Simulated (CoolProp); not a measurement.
Model: reference Helmholtz-energy equation of state, Jacobsen 1992, in CoolProp.

Task: Give the vapour pressure (MPa), liquid density (kg/m³), vapour density (kg/m³), liquid viscosity (µPa s) of saturated R11 at 380.3, 389, 441.2 K.

Result: 
```tsv
T (K)	p (MPa)	liquid density (kg/m³)	vapour density (kg/m³)	liquid viscosity (µPa s)
380.3	0.957	1250	50.4	205
389	1.14	1220	60.3	189
441.2	2.83	1000	174	107
```

Viscosity comes from a separate model (Klein 1997), an estimate that may be off by 10 % or more.
